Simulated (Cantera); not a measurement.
Adiabatic ignition

An adiabatic, constant-pressure homogeneous reactor starts with 14.2 % CH4, 16.8 % O2, 63.0 % N2, 5.98 % CO2, equivalence ratio 1.7, at 1600 K and 1.00 atm.

Model: GRI-Mech 3.0 (53 species, 325 reactions), integrated in Cantera.

| t (s) | T (K) | x CH4 | x O2 | x CO2 | x N2O | x H2 |
|---|---|---|---|---|---|---|
| 4.00e-6 | 1600 | 0.142 | 0.168 | 0.0598 | 2.88e-12 | 9.51e-7 |
| 1.04e-5 | 1600 | 0.142 | 0.168 | 0.0598 | 1.56e-11 | 2.68e-6 |
| 2.71e-5 | 1600 | 0.142 | 0.168 | 0.0598 | 8.64e-11 | 8.13e-6 |
| 7.04e-5 | 1600 | 0.142 | 0.168 | 0.0598 | 4.04e-10 | 3.23e-5 |
| 0.000183 | 1601 | 0.141 | 0.168 | 0.0598 | 1.56e-9 | 0.000232 |
| 0.000477 | 1645 | 0.127 | 0.159 | 0.0596 | 1.54e-8 | 0.00553 |
| 0.00124 | 2624 | <1e-12 | 0.000646 | 0.0466 | 4.81e-8 | 0.0738 |
| 0.00323 | 2627 | <1e-12 | 0.000593 | 0.0465 | 5.13e-8 | 0.0741 |
| 0.00839 | 2624 | <1e-12 | 0.000577 | 0.0463 | 5.68e-8 | 0.0743 |
| 0.0218 | 2624 | <1e-12 | 0.000573 | 0.0463 | 5.87e-8 | 0.0744 |
| 0.0568 | 2624 | <1e-12 | 0.000573 | 0.0463 | 5.87e-8 | 0.0744 |
| 0.148 | 2624 | <1e-12 | 0.000573 | 0.0463 | 5.87e-8 | 0.0744 |
| 0.384 | 2624 | <1e-12 | 0.000573 | 0.0463 | 5.87e-8 | 0.0744 |
| 1.00 | 2624 | <1e-12 | 0.000573 | 0.0463 | 5.87e-8 | 0.0744 |
x: mole fraction; the columns are a selection and need not sum to one.

```yaml
time_of_steepest_temperature_rise: 0.610 ms
temperature at 1.00 s: 2624 K
equilibrium_temperature: 2624 K
x(CH4) at 1.00 s: <1e-12 (gas-phase equilibrium <1e-12)
x(O2) at 1.00 s: 0.000573 (gas-phase equilibrium 0.000573)
x(CO2) at 1.00 s: 0.0463 (gas-phase equilibrium 0.0463)
```
